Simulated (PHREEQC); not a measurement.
A PHREEQC input (ion-association model, phreeqc.dat):

```
SOLUTION 1
  temp 53
  units mg/kgw
  pH 5.85
  pe 2.5
  Na 8.68
  K 0.18
  Ca 8.62
  Mg 2.15
  Cl 14.8
  S(6) 5.58 as SO4
  Alkalinity 25.4
  Mn(2) 0.0846
  B 0.00148
  Ba 0.0522
END
USE solution 1
EQUILIBRIUM_PHASES 1
  Gypsum 0 0
  Quartz 0 0.5
  CO2(g) -2.5 10
END
```

The run finishes without an error or a warning.

Its last state differs from that of the intended input:

```json
[
 {"quantity": "pH", "as run": "7.20", "intended": "7.12"},
 {"quantity": "ionic strength (mol/kgw)", "as run": "0.00136", "intended": "0.00132"},
 {"quantity": "HCO3- (mol/kgw)", "as run": "0.000501", "intended": "0.000411"},
 {"quantity": "CaHCO3+ (mol/kgw)", "as run": "1.46e-6", "intended": "1.20e-6"},
 {"quantity": "H3SiO4- (mol/kgw)", "as run": "1.38e-6", "intended": "1.13e-6"},
 {"quantity": "MgHCO3+ (mol/kgw)", "as run": "5.19e-7", "intended": "4.28e-7"},
 {"quantity": "SI of Quartz (SiO2)", "as run": "+0.00", "intended": "-0.00"}
]
```

Task: One thing in the input isn't as intended. What explains the difference?

Result: This is not unique; one that fits is The fault: 'as HCO3' left off the alkalinity, which is then read as CaCO3.
